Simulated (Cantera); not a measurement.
## Thermodynamics of hydrogen reduction and annealing atmospheres, feed Nb₂O₅ + H₂ + H₂O

Feed: 1 mol Nb₂O₅, 0.35 mol H₂, 0.62 mol H₂O, equilibrated at 270000 Pa.

Cantera equilibrium calculation (NASA polynomials, part measured and part estimated; ideal gas, pure solids and liquids). Candidate condensed phases: H₂O, Nb, NbO, NbO₂, Nb₂O₅; 12 gas species. Condensed phases not in the tables: the oxides between NbO₂ and Nb₂O₅. The numbers say what is thermodynamically allowed, not how fast it happens.

From 1573 K to 1773 K the condensed part is Nb₂O₅(s). From 1798 K to 1873 K the condensed part is Nb₂O₅(l).

| T (K) | x H₂O | x H₂ | x H | x OH | x NbO₂ | x O | x O₂ | n Nb₂O₅(s) | n Nb₂O₅(l) |
|---|---|---|---|---|---|---|---|---|---|
| 1573 | 0.639 | 0.361 | 1.49e-5 | 9.51e-7 | 4.85e-11 | 3.29e-11 | 2.68e-11 | 1.00 | 0 |
| 1598 | 0.639 | 0.361 | 1.95e-5 | 1.34e-6 | 9.90e-11 | 6.02e-11 | 4.88e-11 | 1.00 | 0 |
| 1623 | 0.639 | 0.361 | 2.53e-5 | 1.87e-6 | 1.98e-10 | 1.08e-10 | 8.72e-11 | 1.00 | 0 |
| 1648 | 0.639 | 0.361 | 3.26e-5 | 2.59e-6 | 3.86e-10 | 1.91e-10 | 1.53e-10 | 1.00 | 0 |
| 1673 | 0.639 | 0.361 | 4.16e-5 | 3.55e-6 | 7.37e-10 | 3.31e-10 | 2.65e-10 | 1.00 | 0 |
| 1698 | 0.639 | 0.361 | 5.29e-5 | 4.81e-6 | 1.38e-9 | 5.65e-10 | 4.50e-10 | 1.00 | 0 |
| 1723 | 0.639 | 0.361 | 6.67e-5 | 6.47e-6 | 2.54e-9 | 9.50e-10 | 7.54e-10 | 1.00 | 0 |
| 1748 | 0.639 | 0.361 | 8.35e-5 | 8.63e-6 | 4.59e-9 | 1.57e-9 | 1.24e-9 | 1.00 | 0 |
| 1773 | 0.639 | 0.361 | 0.000104 | 1.14e-5 | 8.14e-9 | 2.57e-9 | 2.02e-9 | 1.00 | 0 |
| 1798 | 0.639 | 0.361 | 0.000129 | 1.50e-5 | 1.39e-8 | 4.14e-9 | 3.25e-9 | 0 | 1.00 |
| 1823 | 0.639 | 0.361 | 0.000158 | 1.95e-5 | 2.27e-8 | 6.59e-9 | 5.15e-9 | 0 | 1.00 |
| 1848 | 0.639 | 0.361 | 0.000194 | 2.53e-5 | 3.66e-8 | 1.04e-8 | 8.06e-9 | 0 | 1.00 |
| 1873 | 0.639 | 0.361 | 0.000236 | 3.24e-5 | 5.83e-8 | 1.61e-8 | 1.25e-8 | 0 | 1.00 |
x: gas mole fraction; n: condensed amount in mol.
